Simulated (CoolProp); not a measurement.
Dimethyl carbonate along the isotherm 600 K: Z from the reference equation and from simpler models built on Tc = 557.0 K, pc = 4.909 MPa, ω = 0.346; each cubic takes its own stable root.

The numbers come from the reference Helmholtz-energy equation of state, Zhou 2011 in CoolProp.

```csv
p (MPa),phase,reference,van der Waals,Redlich-Kwong
3.78,gas,0.7613,0.7668,(withheld)
7.55,supercritical,0.4357,0.4071,0.4086
11.3,supercritical,0.3950,0.4902,(withheld)
15.1,supercritical,0.4625,0.6012,0.5066
18.9,supercritical,(withheld),0.7134,(withheld)
22.7,supercritical,0.6184,0.8246,0.6707
26.4,supercritical,0.6948,0.9314,0.7496
30.2,supercritical,0.7726,1.040,0.8295
34,supercritical,0.8495,1.147,0.9083
37.8,supercritical,0.9254,1.253,0.9861
41.5,supercritical,0.9986,1.355,1.061
45.3,supercritical,1.073,1.459,1.137
49.1,supercritical,1.146,1.562,1.212
```

Task: Some entries are withheld; supply them.

Result: 
- 3.78, Redlich-Kwong: 0.7547
- 11.3, Redlich-Kwong: 0.4289
- 18.9, reference: 0.5397
- 18.9, Redlich-Kwong: 0.5887
